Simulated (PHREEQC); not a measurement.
Dissolve 0.18 mol TMAH and 3.5e-05 mol H4SiO4 per kg of water at 20 °C. Closed to the air; pH follows from the charge balance.

All values are PHREEQC results (ion-association model, phreeqc.dat), not measurements.

No solid was allowed to form.

### Question
Estimate the pH.

### Answer
pH 13.28.

### Question
In which forms is Si present?

### Answer
H2SiO4-2 67 %, H3SiO4- 32 % of the Si.

(CH3)4N+ isn't in the database: it is added as a free cation with an ion size of 4 Å.
